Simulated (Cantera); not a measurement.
A perfectly stirred reactor is fed with 6.39 % CH4, 2.23 % H2, 19.9 % O2, 71.5 % N2, at 500000 Pa; it is adiabatic with a 675 K inlet, and is followed from long to short residence time, starting on the burning branch (τ in s: 0.16, 0.062, 0.024, 0.0091, 0.0035, 0.0014, 0.00052, 0.0002, 7.8e-05, 3e-05).

Computed with Cantera and GRI-Mech 3.0 (53 species, 325 reactions).

Predict: blow-out, bracketed by the residence times tried; x(CH4) at τ = 0.160 s; x(H2) at τ = 0.160 s; x(O2) at τ = 0.160 s; x(CO) at τ = 0.160 s; x(OH) at τ = 0.160 s; x(CH4) at τ = 1.40 ms; x(H2) at τ = 1.40 ms; x(O2) at τ = 1.40 ms; x(CO) at τ = 1.40 ms; x(OH) at τ = 1.40 ms.


```
Property                                                                          Result
------------------------------------------------  --------------------------------------
blow-out, bracketed by the residence times tried  burning at 30.0 µs, the shortest tried
x(CH4) at τ = 0.160 s                                                            5.23e-7
x(H2) at τ = 0.160 s                                                            0.000272
x(O2) at τ = 0.160 s                                                              0.0585
x(CO) at τ = 0.160 s                                                            0.000608
x(OH) at τ = 0.160 s                                                             0.00267
x(CH4) at τ = 1.40 ms                                                            3.58e-5
x(H2) at τ = 1.40 ms                                                            0.000722
x(O2) at τ = 1.40 ms                                                              0.0604
x(CO) at τ = 1.40 ms                                                             0.00215
x(OH) at τ = 1.40 ms                                                             0.00394
```
